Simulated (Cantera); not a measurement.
## Transport properties of process gases

Gas mixture: 100 % N2O, at 101000 Pa, frozen composition.

Cantera's kinetic-theory transport with the Lennard-Jones parameters of GRI-Mech 3.0, ideal gas; thermal conductivity in the mixture-averaged form. The composition is frozen, though it would react at the higher temperatures.

```csv
T (K),ρ (kg/m³),cp (J/kg/K),μ (µPa s),λ (mW/m/K),Pr,D (cm²/s) H2,D (cm²/s) C2H2,D (cm²/s) CH4
400,1.34,970.3,19.5,25.5,0.741,1.08,0.210,0.291
650,0.825,1127,29.1,44.4,0.739,2.46,0.508,0.690
900,0.596,1227,37.1,61.5,0.740,4.25,0.897,1.21
1150,0.466,1285,44.1,77.1,0.736,6.39,1.37,1.83
1400,0.383,1327,50.5,91.4,0.733,8.86,1.91,2.55
1650,0.325,1359,56.4,105,0.732,11.6,2.51,3.36
1900,0.282,1384,61.9,117,0.732,14.7,3.18,4.25
2150,0.249,1402,67.2,129,0.731,18.0,3.91,5.22
2400,0.223,1416,72.2,140,0.730,21.6,4.70,6.27
```
D: mixture-averaged diffusion coefficient of that species in the mixture.
